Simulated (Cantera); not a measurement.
Thermodynamics of hydrogen reduction and annealing atmospheres, feed FeS + H₂

A closed system holds: 1 mol FeS, 42 mol H₂, held at 977 °C and 1.00 bar.

Method: chemical equilibrium by Gibbs-energy minimisation in Cantera with the NASA 1993 tables (ideal gas, pure condensed phases). Candidate condensed phases: Fe, FeS, FeS₂, S; 8 gas species. Mutual solubility and eutectic melting of coexisting phases are not modelled. FeS: taken at fixed stoichiometry. The numbers say what is thermodynamically allowed, not how fast it happens.

| Quantity | Value |
|---|---|
| x(H₂) | 0.994 |
| x(H₂S) | 0.00551 |
| x(SH) | 1.75e-6 |
| n(Fe(γ)) | 0.232 mol |
| n(FeS(s)) | 0.768 mol |
| gas amount | 42.00 mol |
| log10 activity of S(l) (absent) | -4.33 |
